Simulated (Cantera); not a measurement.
Mixture: H2 : O2 : N2 : NO = 1 : 0.862 : 3.24 : 0.0087 (molar parts), at 465 Torr, adiabatic and at constant pressure. Ignition delay is the time to a rise of 400 K.

Cantera simulation using GRI-Mech 3.0 (53 species, 325 reactions); the numbers are that mechanism's predictions, not measurements. The mechanism lacks 2 NO + O2 → 2 NO2 and HONO, so NO2 and the effect of NO are under-described below about 1400 K. Where the delays flatten at high temperature, the 400 K rule measures the pace of heat release, not the induction time.

| quantity | before | after |
|---|---|---|
| delay at 1023 K | 0.235 ms | 0.165 ms |
| delay at 1223 K | 75.2 µs | 44.5 µs |
| delay at 1423 K | 48.1 µs | 24.9 µs |
| delay at 1623 K | 47.5 µs | 21.6 µs |

### Question
Name the change that produced these shifts.
A. pressure from 465 Torr to 750 Torr
B. O2 0.862 to 0.31 parts
C. pressure from 465 Torr to 8250 Torr
D. NO 0.0087 to 0.021 parts

### Answer
A, pressure from 465 Torr to 750 Torr
